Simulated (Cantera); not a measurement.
Feed: 1 mol C3H8, 0.03 mol CO2, 3.6 mol H2, held at 1623 K and 1.33 mbar.

Equilibrium computed with Cantera from the NASA thermochemical tables; the gas is ideal and each condensed phase is pure. Candidate condensed phases: C, C6H6, C7H8, C8H18, H2O; 110 gas species. Kinetics and transport are ignored.

Base state: H2 0.990, CO 0.00783, H 0.00188, C2H2 (acetylene) 3.45e-5 (mole fractions); condensed: C(graphite).

Question: What changes in the equilibrium state with this change: temperature from 1623 K to 2225 K?

Answer: 
| species | before | after |
|---|---|---|
| H2 | 0.990 | 0.829 |
| H | 0.00188 | 0.162 |
| CO | 0.00783 | 0.00720 |
| C2H2 (acetylene) | 3.45e-5 | 0.00243 |
| C2H | <1e-9 | 1.76e-5 |
| C(graphite), mol | 2.97 | 2.93 |

Question: What changes in the equilibrium state with this change: temperature from 1623 K to 2175 K?

Answer: 
```csv
species,before,after
H2,0.990,0.866
H,0.00188,0.124
CO,0.00783,0.00735
C2H2 (acetylene),3.45e-5,0.00193
"C(graphite), mol",2.97,2.94
```
